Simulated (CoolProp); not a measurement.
R404A along the isotherm 500 K: Z from the reference equation and from simpler models built on Tc = 345.3 K, pc = 3.735 MPa, ω = 0.293; each cubic takes its own stable root.

Model: reference Helmholtz-energy equation of state, Lemmon 2003, in CoolProp. It is a pseudo-pure fit of the blend.

| p (MPa) | phase | reference |
|---|---|---|
| 0.667 | gas | 0.9839 |
| 1.33 | gas | 0.9680 |
| 2 | gas | 0.9523 |
| 2.67 | gas | 0.9369 |
| 3.33 | gas | 0.9221 |
| 4 | supercritical | 0.9075 |
| 4.67 | supercritical | 0.8936 |
| 5.34 | supercritical | 0.8802 |
| 6 | supercritical | 0.8678 |
| 6.67 | supercritical | 0.8560 |
| 7.34 | supercritical | 0.8450 |
| 8 | supercritical | 0.8352 |
| 8.67 | supercritical | 0.8263 |
| 9.34 | supercritical | 0.8186 |

Task: How far does each simpler model (Soave-Redlich-Kwong, Peng-Robinson) lie from the reference over these 14 states: mean and median of the absolute difference, and the worst?

Result: 
- Soave-Redlich-Kwong: mean 3.5 %, median 3.2 %, worst +7.3 % at 500 K and 9.34 MPa
- Peng-Robinson: mean 0.8 %, median 0.3 %, worst +2.5 % at 500 K and 9.34 MPa
